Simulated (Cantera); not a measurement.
Feed: 1 mol SiH2Cl2, 0.63 mol NH3, 4.9 mol N2, held at 1.00 Torr.

Method: chemical equilibrium by Gibbs-energy minimisation in Cantera with the NASA 1993 tables (ideal gas, pure condensed phases). Candidate condensed phases: NH4Cl, Si, Si3N4; 28 gas species. Rates play no part.

Over these rows the condensed part is Si3N4(s). Partial pressures as log10 of bar:

```
T (K)  1000/T (1/K)  log p SiCl2  log p N2  log p HCl  log p H2
-----  ------------  -----------  --------  ---------  --------
973          1.0277        -8.57     -3.09      -3.50     -3.72
1073         0.9320        -7.21     -3.09      -3.49     -3.73
1173         0.8525            ?     -3.09      -3.49     -3.74
1273         0.7855        -5.20     -3.09      -3.50     -3.73
1373         0.7283        -4.57     -3.09      -3.55     -3.70
1473         0.6789        -4.20     -3.08      -3.68     -3.64
```

Question: Fit log p(SiCl2) = a + b·(1000/T) to the five rows, give the apparent enthalpy, and predict the row at 1173 K.

Answer: Means: 1000/T = 0.8305, log p = -5.950. Sxy = -1.084640, Sxx = 0.0846425, so b = -12.81 and a = -5.950 − (-12.81)×0.8305 = 4.69.
Apparent enthalpy: −19.145 × (-12.81) = 245 kJ/mol. With the condensed phases at unit activity, 1/3 Si3N4(s) + 2 HCl(g) = SiCl2(g) + 2/3 N2(g) + H2(g) links this pressure to the main gases: over the six rows their terms move log p by -0.45 in all, so the slope isn't that reaction's ΔH° alone. The five rows lie within 0.19 of the line; that is curvature, so one enthalpy describes this range poorly.
Prediction at 1173 K: 4.69 + (-12.81)×0.8525 = -6.23. The computed value is -6.10, 0.13 from the line.
